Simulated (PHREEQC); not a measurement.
# Brine

Make-up at 80 °C: 1.3 mol KOH, 0.35 mol KCl and 6.6e-05 mol H4SiO4 per kg of water. Closed to the air; pH follows from the charge balance.

The numbers come from PHREEQC with the Pitzer model, pitzer.dat.

Precipitation was switched off in this run.

Question: Predict the pH, activity of water, osmotic coefficient.

Answer: pH 12.64; activity of water 0.942; osmotic coefficient 1.001.

Question: In which forms is Si present?

Answer: H2SiO4-2 99 %, H3SiO4- 1.0 % of the Si.

Complexes and solids missing from the database can't appear. In brines, pH and single-ion activities rest on the MacInnes convention. Constants without temperature data keep their 25 °C values here.
